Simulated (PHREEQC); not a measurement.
Make-up at 25 °C: 0.0073 mol Na2SeO3 and 0.013 mol NaHCO3 per kg of water. Closed to the air; pH follows from the charge balance.

All values are PHREEQC results (ion-association model, wateq4f.dat), not measurements.

Q: The ionic strength comes out as 0.0343 mol/kgw. What activity coefficients do HCO3-, Na+, HSeO3-, SeO3-2, CO3-2 get?

A: HCO3- 0.85, Na+ 0.85, HSeO3- 0.84, SeO3-2 0.50, CO3-2 0.52.

No solid was allowed to form.
